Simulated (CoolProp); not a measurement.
Vapour-liquid equilibrium of carbon dioxide (1) + R134a (2) at 261.5 K; x and y are mole fractions of (1).

Computed with CoolProp (multi-fluid Helmholtz-energy mixture model, Span 1996 and Tillner-Roth 1994; pair parameters Bell 2016).

Question: Give the bubble pressure and the first vapour's composition at x = 0.05, 0.25, 0.35. Is there an azeotrope?

Answer: x = 0.05: 274.7 kPa, y = 0.333; x = 0.25: 692.0 kPa, y = 0.772; x = 0.35: 922.6 kPa, y = 0.844. No azeotrope shows between x = 0.05 and 0.95.

Pair parameters are fitted to limited data, so mixtures are less certain than the pure fluids.
